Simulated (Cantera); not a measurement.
Premixed flame

A freely propagating, adiabatic, planar premixed flame of 23.3 % H₂, 15.6 % O₂, 58.5 % N₂, 2.57 % H₂O, equivalence ratio 0.75, unburnt at 425 K and 22000 Pa; mixture-averaged transport, grid criteria slope 0.08 and curve 0.16, no radiation.

Model: the H2/O2 subset of GRI-Mech 3.0, which has no nitrogen chemistry, integrated in Cantera. Burning velocities carry a grid error of a few per cent, more on coarse grids.

```
z (mm)  T (K)  u (m/s)     x H₂    x O₂   x H₂O      x OH      x H   x H₂O₂
------  -----  -------  -------  ------  ------  --------  -------  -------
-8.27     425     2.69    0.233   0.156  0.0257     <1e-8    <1e-8    <1e-8
-5.51     425     2.69    0.233   0.156  0.0257     <1e-8    <1e-8    <1e-8
-4.13     425     2.69    0.233   0.156  0.0257     <1e-8    <1e-8    <1e-8
-2.76     425     2.69    0.233   0.156  0.0257     <1e-8    <1e-8    <1e-8
-1.38     433     2.72    0.229   0.156  0.0261   1.18e-5  1.60e-5  3.71e-6
-0.689    635     3.90    0.197   0.153  0.0433  0.000625  0.00335  1.98e-5
0        1044     6.21    0.109   0.121   0.118   0.00202   0.0260  1.70e-6
0.689    1329     7.82   0.0380  0.0717   0.204   0.00651   0.0412  1.90e-6
1.38     1465     8.57   0.0251  0.0588   0.226   0.00911   0.0369  1.33e-6
2.76     1606     9.32   0.0226  0.0544   0.236    0.0113   0.0270  7.17e-7
5.51     1746     10.0   0.0195  0.0511   0.247    0.0128   0.0174  3.61e-7
11.0     1875     10.7   0.0150  0.0482   0.258    0.0130  0.00970  1.96e-7
22.1     1981     11.2  0.00995  0.0461   0.269    0.0117  0.00451  1.20e-7
```
x: mole fraction of selected species; z is measured from the peak of heat release.

The laminar burning velocity comes out as 269 cm/s. The thermal thickness comes out as 2.76 mm, the peak x(OH) comes out as 0.0131 and the peak x(H) is 0.0412. The peak x(H₂O₂) comes out as 2.24e-5 and the grid points is 124.
